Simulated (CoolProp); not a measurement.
Vapour-liquid equilibrium of CHF3 (R23) (1) + isobutane (2) at -39.45 °C; x and y are mole fractions of (1).

Model: multi-fluid Helmholtz-energy mixture model, Penoncello 2003 and Bücker 2006; pair parameters Bell 2016, in CoolProp.

```csv
x,bubble pressure (bar),y at the bubble point,dew pressure at overall composition x (bar),liquid density (mol/L)
0.05,1.800,0.834,0.3109,10.95
0.15,4.038,0.926,0.3479,11.41
0.25,5.341,0.944,0.3947,11.90
0.35,5.960,0.951,0.4560,12.42
0.45,6.180,0.953,0.5395,12.99
0.55,6.230,0.954,0.6601,13.63
0.65,6.262,0.954,0.8499,14.34
0.75,6.367,0.957,1.192,15.18
0.85,6.596,0.964,1.995,16.17
0.95,6.972,0.983,5.875,17.38
```

No azeotrope shows between x = 0.05 and 0.95.

Pair parameters are fitted to limited data, so mixtures are less certain than the pure fluids. With so large a gap from Raoult's law the liquid may split in two, which this calculation doesn't test in full.
